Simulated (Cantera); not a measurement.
A Cantera script and what it prints.

```python
import numpy as np
import cantera as ct

gas_names = """
    H HNO HNO2 HNO3 HO2 H2 H2O H2O2 H2S H2SO4 Mg MgH MgN MgO MgOH MgO2H2 MgS Mg2 N NH NH2 NH3 NH2OH NO
    NO2 NO3 N2 N2H2 N2H4 N2O O OH O2 O3 S SH SN SO SO2 SO3 S2 S2O S8
""".split()
cond_names = """
    H2O(s) H2O(L) H2SO4(L) Mg(cr) Mg(L) MgO(s) MgO(L) MgO2H2(s) MgS(s) MgSO4(s) MgSO4(L) S(cr1) S(cr2)
    S(L)
""".split()


# ... load() reads the species with a 1 bar reference pressure and builds the phases ...
atoms = {
    'MgO': {'Mg': 1, 'O': 1},
    'H2S': {'H': 2, 'S': 1},
    'N2': {'N': 2},
}
top_T = {'MgS(s)': 2250}  # K; cautious upper limits of use, not melting points


# ... equilibrate(T, P, feed) seeds the gas with the atoms and calls Mixture.equilibrate('TP', solver="vcs", rtol=1e-11, max_steps=5000) ...
results = []
feed = {'MgO': 1, 'H2S': 0.13, 'N2': 26}  # mol
P = 9700  # Pa
for T in [1048, 1098, 1148, 1198, 1248, 1298, 1348, 1398, 1448, 1498, 1548, 1598, 1648]:
    mix = equilibrate(T, P, feed)
    results.append((T, P, feed, dict(zip(mix.species_names, mix.species_moles))))

top = {s: max(r[3][s] / sum(r[3][g] for g in gas_names) for r in results) for s in gas_names}
cols = sorted((s for s in top if top[s] > 0.001), key=lambda s: -top[s])[:5]
seen = [c for c in cond_names if any(r[3].get(c, 0) > 1e-12 for r in results)]
print("log10 of partial pressures in bar; condensed amounts in mol")
print(f"{'T/K':>10s}" + "".join(f"{s[:9]:>10s}" for s in cols + seen))
for T, P, feed, n in results:
    ng = sum(n[g] for g in gas_names)
    print(f"{T:10.4g}" + "".join(f"{np.log10(max(n[s] / ng * P / 1e5, 1e-99)):10.3f}" for s in cols)
          + "".join(f"{n.get(c, 0):10.4g}" for c in seen))
```

Output:

```
log10 of partial pressures in bar; condensed amounts in mol
       T/K        N2        H2        S2       H2S    MgO(s)    MgS(s)
      1048    -1.016    -3.610    -3.911    -3.648     0.997  0.003046
      1098    -1.016    -3.537    -3.839    -3.743    0.9971  0.002919
      1148    -1.016    -3.482    -3.784    -3.848    0.9973  0.002697
      1198    -1.016    -3.441    -3.743    -3.958    0.9976  0.002424
      1248    -1.016    -3.411    -3.713    -4.071    0.9979  0.002138
      1298    -1.016    -3.389    -3.691    -4.184    0.9981  0.001866
      1348    -1.016    -3.373    -3.675    -4.295    0.9984  0.001619
      1398    -1.016    -3.361    -3.664    -4.403    0.9986  0.001403
      1448    -1.016    -3.353    -3.656    -4.507    0.9988  0.001214
      1498    -1.016    -3.347    -3.651    -4.607    0.9989  0.001035
      1548    -1.016    -3.342    -3.647    -4.703    0.9991 0.0008101
      1598    -1.016    -3.339    -3.643    -4.794    0.9992 0.0003604
      1648    -1.016    -3.338    -3.642    -4.882    0.9989         0
```

Equilibrium computed with Cantera from the NASA thermochemical tables; the gas is ideal and each condensed phase is pure. Mutual solubility and eutectic melting of coexisting phases are not modelled. Gases not in the tables: S3 to S7.
